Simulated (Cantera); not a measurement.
An isothermal, constant-pressure homogeneous reactor starts with NO : N2 = 1 : 0.16 (molar parts), at 1648 K and 29000 Pa. Integrator tolerance rtol = 1e-08.

Cantera simulation using GRI-Mech 3.0 (53 species, 325 reactions); the numbers are that mechanism's predictions, not measurements.

Problem. What does this change do: N2 0.16 to 0.036 parts?

Solution. 
```tsv
quantity	before	after
x(NO) at 8.00 s	0.708 (gas-phase equilibrium 0.00288)	0.777 (gas-phase equilibrium 0.00291)
x(N2O) at 8.00 s	0.000176 (gas-phase equilibrium 7.78e-8)	0.000211 (gas-phase equilibrium 7.48e-8)
x(NO2) at 8.00 s	0.000823 (gas-phase equilibrium 7.88e-6)	0.000995 (gas-phase equilibrium 8.41e-6)
x(O2) at 8.00 s	0.0762 (gas-phase equilibrium 0.430)	0.0935 (gas-phase equilibrium 0.481)
x(O) at 8.00 s	1.39e-5 (gas-phase equilibrium 3.10e-5)	1.54e-5 (gas-phase equilibrium 3.28e-5)
x(N2) at 8.00 s	0.215 (gas-phase equilibrium 0.568)	0.129 (gas-phase equilibrium 0.516)
```

Problem. What does this change do: temperature 1648 to 2173 K?

Solution. 
```
quantity                                            before                                    after
----------------  ----------------------------------------  ---------------------------------------
x(NO) at 8.00 s      0.708 (gas-phase equilibrium 0.00288)    0.0142 (gas-phase equilibrium 0.0142)
x(N2O) at 8.00 s  0.000176 (gas-phase equilibrium 7.78e-8)  3.60e-7 (gas-phase equilibrium 3.60e-7)
x(NO2) at 8.00 s  0.000823 (gas-phase equilibrium 7.88e-6)  1.44e-5 (gas-phase equilibrium 1.44e-5)
x(O2) at 8.00 s       0.0762 (gas-phase equilibrium 0.430)      0.422 (gas-phase equilibrium 0.422)
x(O) at 8.00 s     1.39e-5 (gas-phase equilibrium 3.10e-5)  0.00276 (gas-phase equilibrium 0.00276)
x(N2) at 8.00 s        0.215 (gas-phase equilibrium 0.568)      0.561 (gas-phase equilibrium 0.561)
```
